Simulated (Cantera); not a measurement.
Cantera run:

```python
import numpy as np
import cantera as ct

gas_names = [...]  # 151 gases of nasa_gas.yaml made of C, H, N, O, Si
cond_names = """
    C(gr) C6H6(L) C7H8(L) C8H18(L),n-octa H2O(s) H2O(L) Si(cr) Si(L) SiC(b) SiO2(Lqz) SiO2(hqz) SiO2(L)
    Si2N2O(s) Si3N4(a)
""".split()


# ... load() reads the species with a 1 bar reference pressure and builds the phases ...
atoms = {
    'TEOS': {'Si': 1, 'C': 8, 'H': 20, 'O': 4},
    'NO': {'N': 1, 'O': 1},
    'H2': {'H': 2},
}
top_T = {'C(gr)': 4500, 'SiC(b)': 3050, 'Si2N2O(s)': 2100, 'Si3N4(a)': 2400}  # K; cautious upper limits of use, not melting points


# ... equilibrate(T, P, feed) seeds the gas with the atoms and calls Mixture.equilibrate('TP', solver="vcs", rtol=1e-11, max_steps=5000) ...
results = []
feed = {'TEOS': 1, 'NO': 5.2, 'H2': 0.41}  # mol
P = 133.322  # Pa
for T in [1150, 1175, 1200, 1225, 1250, 1275, 1300, 1325, 1350, 1375, 1400, 1425, 1450, 1475]:
    mix = equilibrate(T, P, feed)
    results.append((T, P, feed, dict(zip(mix.species_names, mix.species_moles))))
    x = sorted(zip(gas.X, gas.species_names), reverse=True)
    print(f"T = {T:g} K  P = {P:g} Pa  gas = {mix.phase_moles(0):.4g} mol")
    print("   x: " + "  ".join(f"{s} {v:.3e}" for v, s in x if v > 0.0001))
    print("   condensed (mol): " + ("  ".join(f"{mix.phase(i).name} {mix.phase_moles(i):.4g}"
          for i in range(1, mix.n_phases) if mix.phase_moles(i) > 1e-12) or "none"))
```

Result:

```
T = 1150 K  P = 133.322 Pa  gas = 20.21 mol
   x: H2 5.151e-01  CO 3.562e-01  N2 1.286e-01
   condensed (mol): C(gr) 0.8  SiO2(hqz) 1
T = 1175 K  P = 133.322 Pa  gas = 20.47 mol
   x: H2 5.086e-01  CO 3.706e-01  N2 1.208e-01
   condensed (mol): C(gr) 0.4158  SiO2(hqz) 0.744  Si2N2O(s) 0.128
T = 1200 K  P = 133.322 Pa  gas = 20.74 mol
   x: H2 5.018e-01  CO 3.857e-01  N2 1.125e-01
   condensed (mol): SiO2(hqz) 0.4667  Si2N2O(s) 0.2666
T = 1225 K  P = 133.322 Pa  gas = 20.74 mol
   x: H2 5.018e-01  CO 3.857e-01  N2 1.125e-01
   condensed (mol): SiO2(hqz) 0.4666  Si2N2O(s) 0.2666
T = 1250 K  P = 133.322 Pa  gas = 20.74 mol
   x: H2 5.018e-01  CO 3.856e-01  N2 1.125e-01
   condensed (mol): SiO2(hqz) 0.4665  Si2N2O(s) 0.2666
T = 1275 K  P = 133.322 Pa  gas = 20.74 mol
   x: H2 5.018e-01  CO 3.856e-01  N2 1.125e-01
   condensed (mol): SiO2(hqz) 0.4664  Si2N2O(s) 0.2665
T = 1300 K  P = 133.322 Pa  gas = 20.75 mol
   x: H2 5.018e-01  CO 3.856e-01  N2 1.125e-01
   condensed (mol): SiO2(hqz) 0.4661  Si2N2O(s) 0.2663
T = 1325 K  P = 133.322 Pa  gas = 20.75 mol
   x: H2 5.017e-01  CO 3.856e-01  N2 1.125e-01  SiO 1.525e-04
   condensed (mol): SiO2(hqz) 0.4655  Si2N2O(s) 0.2657
T = 1350 K  P = 133.322 Pa  gas = 20.75 mol
   x: H2 5.016e-01  CO 3.855e-01  N2 1.125e-01  SiO 3.561e-04
   condensed (mol): SiO2(hqz) 0.464  Si2N2O(s) 0.2643
T = 1375 K  P = 133.322 Pa  gas = 20.77 mol
   x: H2 5.012e-01  CO 3.852e-01  N2 1.126e-01  SiO 8.052e-04
   condensed (mol): SiO2(hqz) 0.4609  Si2N2O(s) 0.2612
T = 1400 K  P = 133.322 Pa  gas = 20.79 mol
   x: H2 5.006e-01  CO 3.847e-01  N2 1.128e-01  SiO 1.767e-03
   condensed (mol): SiO2(hqz) 0.4542  Si2N2O(s) 0.2545
T = 1425 K  P = 133.322 Pa  gas = 20.85 mol
   x: H2 4.992e-01  CO 3.837e-01  N2 1.132e-01  SiO 3.767e-03  H 1.320e-04
   condensed (mol): SiO2(hqz) 0.4403  Si2N2O(s) 0.2406
T = 1450 K  P = 133.322 Pa  gas = 20.96 mol
   x: H2 4.965e-01  CO 3.816e-01  N2 1.139e-01  SiO 7.810e-03  H 1.825e-04
   condensed (mol): SiO2(hqz) 0.4118  Si2N2O(s) 0.2122
T = 1475 K  P = 133.322 Pa  gas = 21.19 mol
   x: H2 4.911e-01  CO 3.775e-01  N2 1.154e-01  SiO 1.575e-02  H 2.489e-04
   condensed (mol): SiO2(hqz) 0.3551  Si2N2O(s) 0.1555
```

Cantera equilibrium calculation (NASA polynomials, part measured and part estimated; ideal gas, pure solids and liquids). The feed counts by its element totals alone. Mutual solubility and eutectic melting of coexisting phases are not modelled. The tables hold silica as quartz up to 1696 K and as liquid above; real silica turns to tridymite and cristobalite and melts near 1996 K.
